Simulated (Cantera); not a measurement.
A diamond (100) surface in a fixed gas of H2 with x(CH4) = 0.0079, x(CH3) = 0.00011, at 1225 K, 0.0370 bar; coverages are run to steady state.

Cantera simulation using the Harris–Goodwin 1993 mechanism for the reconstructed diamond (100) surface; the numbers are that mechanism's predictions, not measurements.

One state of this run: growth (µm/h) = 0.541; θ c6HH = 0.438; θ c6H* = 0.0403; θ c6*H = 0.492; θ c6** = 0.0280; θ c6HM = 0.000802. θ: site fractions in the mechanism's names (c6HH fully hydrogenated, c6H* and c6*H radical sites, c6** diradical, c6HM methylated).

Problem. Which value of x(H) does it belong to?
A) 0.00021
B) 0.0018
C) 0.00042
D) 0.0076

Solution. B, 0.0018
